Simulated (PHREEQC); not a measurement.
Synthetic water in mg/L, 26 °C, pH 1.83, pe 9.5: Na 64.3; K 101; Ca 12.1; Mg 7.06; Cl 81.7; S(6) as SO4 1640; Si as SiO2 2.09; B 1.16; Cu(2) 0.0876; Br 0.159; F 0.0799.

Valence states are taken as typed.

Equilibrium calculation in PHREEQC: ion-association model, wateq4f.dat.

Each row changes one thing in this solution. No solid was allowed to form.

| case | ionic strength (mol/kgw) | SO4-2 (mol/kgw) | HSO4- (mol/kgw) | K+ (mol/kgw) | Ca+2 (mol/kgw) | Mg+2 (mol/kgw) | SI of Quartz (SiO2) |
|---|---|---|---|---|---|---|---|
| as made | 0.0348 | 0.00887 | 0.00788 | 0.00251 | 0.000199 | 0.000186 | -0.49 |
| K from 101 to 202 mg/L | 0.0361 | 0.00886 | 0.00782 | 0.00502 | 0.000201 | 0.000187 | -0.49 |
| all concentrations times 4 at the same typed pH | 0.119 | 0.0393 | 0.0266 | 0.00950 | 0.000573 | 0.000518 | +0.13 |
| temperature from 26 to 20 °C at the same typed pH | 0.0357 | 0.00941 | 0.00735 | 0.00251 | 0.000200 | 0.000192 | -0.40 |

Some of these states are supersaturated (in Quartz (slow to form), for instance). SiF6-2 is the database's only silicon fluoride. Real BF4- forms and hydrolyses slowly; the run takes it at equilibrium.
